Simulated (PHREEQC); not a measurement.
Make-up at 20 °C: 34 mmol/kgw HF and 1 mmol/kgw NaHS. Closed to the air; pH follows from the charge balance.

Model: ion-association model, phreeqc.dat, run in PHREEQC.

* **pH**: 2.37
* **ionic strength**: 0.00563 mol/kgw
* **total alkalinity**: -33.0 meq/kg

| species | molality | activity | log γ |
|---|---|---|---|
| HF | 0.0278 | 0.0279 | 0.001 |
| F- | 0.00511 | 0.00471 | -0.035 |
| H+ | 0.00463 | 0.00431 | -0.031 |
| H2S | 0.00100 | 0.00100 | 0.001 |
| Na+ | 0.000997 | 0.000922 | -0.034 |
| HF2- | 0.000523 | 0.000483 | -0.034 |
| NaF | 2.50e-6 | 2.50e-6 | 0.001 |
| HS- | 2.46e-8 | 2.27e-8 | -0.035 |

No solid was allowed to form.
